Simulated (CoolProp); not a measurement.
Properties of tetradecamethylhexasiloxane (MD4M) along the isobar 6.77 bar (Tc = 653.2 K, pc = 8.286 bar, ω = 0.800).

Values from CoolProp's reference Helmholtz-energy equation of state, Thol 2019.

```tsv
T (K)	phase	density (kg/m³)	cp (kJ/(kg K))	cv (kJ/(kg K))	Joule-Thomson coefficient (K/MPa)	isothermal compressibility (1/MPa)
321.3	liquid	865.2	1.766	1.502	-0.4210	0.001732
325.9	liquid	860.8	1.777	1.514	-0.4160	0.001793
330.4	liquid	856.5	1.787	1.525	-0.4110	0.001855
335	liquid	852.1	1.798	1.536	-0.4059	0.001921
339.6	liquid	847.6	1.808	1.548	-0.4007	0.001989
344.1	liquid	843.3	1.818	1.559	-0.3956	0.002059
348.7	liquid	838.8	1.828	1.570	-0.3903	0.002134
353.2	liquid	834.5	1.838	1.581	-0.3851	0.002210
357.8	liquid	830.0	1.848	1.591	-0.3797	0.002291
362.4	liquid	825.6	1.858	1.602	-0.3742	0.002376
366.9	liquid	821.2	1.867	1.613	-0.3687	0.002462
371.5	liquid	816.7	1.877	1.623	-0.3630	0.002555
```
